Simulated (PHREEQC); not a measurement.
Make-up at 17 °C: 0.24 mol H2SO4, 0.048 mol Li2SO4 and 0.021 mol MgSO4 per kg of water. Closed to the air; pH follows from the charge balance.

Equilibrium calculation in PHREEQC: ion-association model, phreeqc.dat.

No solid was allowed to form.

### Question
What pH does the model give?

### Answer
pH 0.74.

### Question
In which forms is Li present?

### Answer
Li+ 95 %, LiSO4- 5.1 % of the Li.
